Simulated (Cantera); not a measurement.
A closed system holds: 1 mol TiO2, 0.79 mol MgCl2, 2.9 mol O2, 2.4 mol MgO, equilibrated at 1498.15 K and 1000000 Pa.

Cantera equilibrium calculation (NASA polynomials, part measured and part estimated; ideal gas, pure solids and liquids). Candidate condensed phases: Mg, MgCl2, MgO, MgTiO3, MgTi2O5, Mg2TiO4, Ti, TiCl2, TiCl3, TiCl4, TiO, TiO2, Ti2O3, Ti3O5, Ti4O7; 20 gas species. Mutual solubility and eutectic melting of coexisting phases are not modelled. Condensed phases not in the tables: alloys, solid solutions and most ternary compounds. Rates play no part.

Base state: O2 0.758, Cl2 0.218, MgCl2 0.0140, Cl 0.00853, ClO 0.000579 (mole fractions); condensed: MgO(s) + Mg2TiO4(s).

Q: What changes in the equilibrium state with this change: temperature from 1498.15 K to 2023.15 K?

A: 
```
species            before     after
---------------  --------  --------
O2                  0.758     0.758
MgCl2              0.0140     0.150
Cl                0.00853    0.0504
Cl2                 0.218    0.0392
O                 1.09e-6  0.000220
ClO              0.000579   0.00206
MgO(s), mol          1.14     0.640
Mg2TiO4(s), mol     1.000         0
Mg2TiO4(l), mol         0     1.000
```
